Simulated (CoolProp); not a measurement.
The numbers come from the reference Helmholtz-energy equation of state, Akasaka 2022 in CoolProp.

Q: For R1233zd(E), give the phase and the density (kg/m³), cp (kJ/(kg K)), cv (kJ/(kg K)) at -60.25 °C and 3.02 MPa.

A: 
- -60.25 °C and 3.02 MPa: liquid; density 1450, cp 1.03, cv 0.714
